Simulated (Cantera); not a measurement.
Input (Python, Cantera):

```python
import numpy as np
import cantera as ct

gas = ct.Solution("SiF4_NH3_mec.yaml", "gas")
gas.TPX = 1950, 2666, {'NH3': 1, 'N2': 2.5}
reactor = ct.IdealGasConstPressureReactor(gas, energy="off", clone=False)
net = ct.ReactorNet([reactor])
net.rtol, net.atol = 1e-08, 1e-18
show = ['NH3', 'N2H4', 'N2', 'H', 'H2', 'N', 'NH']
times = np.geomspace(0.0005, 50, 12)

steps = ct.SolutionArray(gas, extra=["t"])
rows = []
print(f"{'t/s':>10s}{'T/K':>9s}{'P/Pa':>11s}" + "".join(f"{s:>11s}" for s in show))
for t in times:
    while net.time < t:
        t_next = net.step()
        steps.append(gas.state, t=t_next)
    rows.append([np.interp(t, steps.t, y) for y in (steps.T, steps.P, *steps(*show).X.T)])
    print(f"{t:10.3e}{rows[-1][0]:9.1f}{rows[-1][1]:11.4g}" + "".join(f"{x:11.3e}" for x in rows[-1][2:]))
rate = np.gradient(steps.T, steps.t)
print("integrator steps:", len(steps.t))
if steps.T.max() > steps.T[0] + 200:
    print(f"time of steepest temperature rise: {steps.t[rate.argmax()]:.4e} s")
gas.TPX = 1950, 2666, {'NH3': 1, 'N2': 2.5}
gas.equilibrate("TP")
print(f"equilibrium (TP): T = {gas.T:.1f} K  " + "  ".join(f"{s} {gas[s].X[0]:.3e}" for s in show))
```

Output:

```
       t/s      T/K       P/Pa        NH3       N2H4         N2          H         H2          N         NH
 5.000e-04   1950.0       2666  2.857e-01  3.861e-11  7.143e-01  2.950e-07  2.286e-05  2.005e-11  2.935e-08
 1.424e-03   1950.0       2666  2.856e-01  3.159e-10  7.142e-01  3.244e-07  6.760e-05  4.951e-10  3.166e-07
 4.056e-03   1950.0       2666  2.852e-01  2.439e-09  7.141e-01  6.246e-07  2.482e-04  4.137e-09  1.913e-06
 1.155e-02   1950.0       2666  2.837e-01  1.088e-08  7.138e-01  2.940e-06  1.663e-03  2.939e-08  5.731e-06
 3.290e-02   1950.0       2666  2.778e-01  1.194e-08  7.128e-01  1.023e-05  8.554e-03  1.295e-07  8.217e-06
 9.369e-02   1950.0       2666  2.613e-01  8.881e-09  7.101e-01  2.729e-05  2.793e-02  3.931e-07  1.047e-05
 2.668e-01   1950.0       2666  2.207e-01  5.662e-09  7.033e-01  6.711e-05  7.537e-02  7.883e-07  1.189e-05
 7.600e-01   1950.0       2666  1.429e-01  2.678e-09  6.904e-01  1.550e-04  1.662e-01  1.043e-06  1.094e-05
 2.164e+00   1950.0       2666  5.200e-02  5.931e-10  6.752e-01  3.272e-04  2.723e-01  1.032e-06  7.388e-06
 6.164e+00   1950.0       2666  5.704e-03  2.582e-11  6.674e-01  7.448e-04  3.261e-01  8.501e-07  3.057e-06
 1.756e+01   1950.0       2666  1.477e-05  3.810e-15  6.655e-01  3.565e-03  3.309e-01  2.363e-07  1.783e-07
 5.000e+01   1950.0       2666  9.462e-07  2.030e-17  6.653e-01  4.063e-03  3.306e-01  2.248e-08  1.487e-08
integrator steps: 1841
equilibrium (TP): T = 1950.0 K  NH3 9.009e-08  N2H4 1.875e-19  N2 6.653e-01  H 4.064e-03  H2 3.306e-01  N 2.141e-09  NH 1.416e-09
```

Cantera simulation using the gas-phase N/H chemistry of the illustrative SiF4/NH3 mechanism in the Surface Chemkin manual (1991); the numbers are that mechanism's predictions, not measurements. Walls and surfaces, which speed up NH3 decomposition in real reactors, are not modelled.
